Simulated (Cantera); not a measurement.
An isothermal, constant-pressure homogeneous reactor starts with C₂H₆ : H₂ = 1 : 4.1 (molar parts), at 1975 K and 0.390 Torr.

Model: GRI-Mech 3.0 (53 species, 325 reactions), integrated in Cantera. GRI-Mech 3.0 stops at C3 and has no aromatics, soot or wall deposition, so with more carbon than oxygen in the feed, carbon stays in small species such as C2H2 where larger ones or solid carbon would form. Radical loss at walls, strong at low pressure, is not modelled.

One state of this run: x C₂H₆ = 5.10e-5; x H₂ = 0.777; x C₂H₄ = 0.00451; x C₂H₂ = 0.0924; x CH₃ = 0.0216; x C₂H = 1.89e-5; x H = 0.00927. x: mole fraction; the columns are a selection and need not sum to one.

### Question
Which value of t (s) does it belong to?
A. 7.11
B. 30.0
C. 0.400
D. 0.0225

### Answer
D, 0.0225
